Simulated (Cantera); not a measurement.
Input: 1 mol SiCl4, 11 mol N2, at 1798 K and 1200 Torr.

Method: chemical equilibrium by Gibbs-energy minimisation in Cantera with the NASA 1993 tables (ideal gas, pure condensed phases). The tables' values for SiCl3 are old estimates; treat these amounts as uncertain. Kinetics and transport are ignored.

| species | before | after |
|---|---|---|
| N2 | 0.913 | 0.912 |
| SiCl4 | 0.0787 | 0.0776 |
| Cl | 0.00406 | 0.00525 |
| SiCl2 | 0.000322 | 0.000488 |
| SiCl3 | 0.00396 | 0.00483 |
| Cl2 | 0.000270 | 0.000281 |
Gas species are given as mole fractions.

Problem. What was changed between the two runs?
(A) temperature from 1798 K to 1298 K
(B) pressure from 1200 Torr to 1.00 Torr
(C) pressure from 1200 Torr to 63.8 Torr
(D) pressure from 1200 Torr to 750 Torr

Solution. D, pressure from 1200 Torr to 750 Torr
